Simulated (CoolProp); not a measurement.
R22 at 298.15 K and 1.91 MPa is throttled through a valve to 0.642 MPa with no heat exchange. Each further row changes one setting.

Computed with CoolProp (reference Helmholtz-energy equation of state, Kamei 1995).

| case | temperature change (K) | final phase | final density (kg/m³) |
|---|---|---|---|
| as stated | (withheld) | (withheld) | (withheld) |
| outlet pressure 0.193 MPa | (withheld) | (withheld) | 31.6 |
| outlet pressure 0.835 MPa | -8.0 | (withheld) | (withheld) |

Problem. What belongs in the gaps?

Solution. 
- as stated, temperature change (K): -16.9
- as stated, final phase: two-phase, vapour fraction 0.105
- as stated, final density (kg/m³): 219
- outlet pressure 0.193 MPa, temperature change (K): -51.1
- outlet pressure 0.193 MPa, final phase: two-phase, vapour fraction 0.268
- outlet pressure 0.835 MPa, final phase: two-phase, vapour fraction 0.052
- outlet pressure 0.835 MPa, final density (kg/m³): 443
